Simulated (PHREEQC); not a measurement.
1 kg of water holding 0.004 mol/kgw MgCl2 and 0.29 mol/kgw CaCl2 is evaporated at 60 °C; the solids stay in contact with the brine. CO2 from the air is kept out. Only these solids could form: Bischofite, Brucite, Portlandite, MgCl2_4H2O.

Computed with PHREEQC (Pitzer model, pitzer.dat).

```csv
water left (kg),ionic strength,water activity,Cl in solution (mol/kgw),Mg in solution (mol/kgw),Ca in solution (mol/kgw)
1,0.882,0.986,0.588,0.00400,0.290
0.6755,1.31,0.979,0.870,0.00592,0.429
0.4563,1.93,0.968,1.29,0.00877,0.636
0.3082,2.86,0.950,1.91,0.0130,0.941
0.2082,4.24,0.917,2.82,0.0192,1.39
0.1711,5.15,0.892,3.44,0.0234,1.69
0.1156,7.63,0.813,5.09,0.0346,2.51
0.07809,11.3,0.674,7.53,0.0512,3.71
0.05275,16.7,0.460,11.1,0.0758,5.50
```

Species that the database lacks are ignored. Away from 25 °C the constants follow the database's enthalpies or fits; those with neither stay at their 25 °C values.
